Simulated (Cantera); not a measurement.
A perfectly stirred reactor is fed with 14.1 % N₂O, 0.124 % H₂, 85.8 % N₂, at 0.00780 atm; it is held at 1498 K, and followed from long to short residence time.

Cantera simulation using GRI-Mech 3.0 (53 species, 325 reactions); the numbers are that mechanism's predictions, not measurements. GRI-Mech 3.0 was tuned for natural gas; its chemistry of N2O as a main component is partial and can be far from experiment. Radical loss at walls, strong at low pressure, is not modelled. The temperature is held fixed by assumption; the heat of reaction is taken as removed at once.

x: mole fraction; the columns are a selection and need not sum to one.

```tsv
τ (s)	x N₂O	x H₂	x NO	x H₂O₂	x NO₂
0.83	0.100	…	0.00797	1.87e-10	2.30e-5
0.46	0.115	…	0.00502	4.00e-10	2.33e-5
0.25	0.125	…	0.00294	8.76e-10	1.98e-5
0.14	0.131	…	0.00170	1.65e-9	1.41e-5
0.077	0.135	…	0.000946	2.63e-9	8.19e-6
0.043	0.137	…	0.000529	3.37e-9	4.06e-6
0.024	0.139	…	0.000293	3.57e-9	1.74e-6
0.013	0.140	…	0.000153	2.99e-9	5.84e-7
0.0072	0.140	…	7.69e-5	1.77e-9	1.48e-7
```

Task: Fill in the missing entries.

Result: 
- 0.83, x H₂: 5.92e-5
- 0.46, x H₂: 9.75e-5
- 0.25, x H₂: 0.000159
- 0.14, x H₂: 0.000247
- 0.077, x H₂: 0.000374
- 0.043, x H₂: 0.000536
- 0.024, x H₂: 0.000730
- 0.013, x H₂: 0.000936
- 0.0072, x H₂: 0.00109
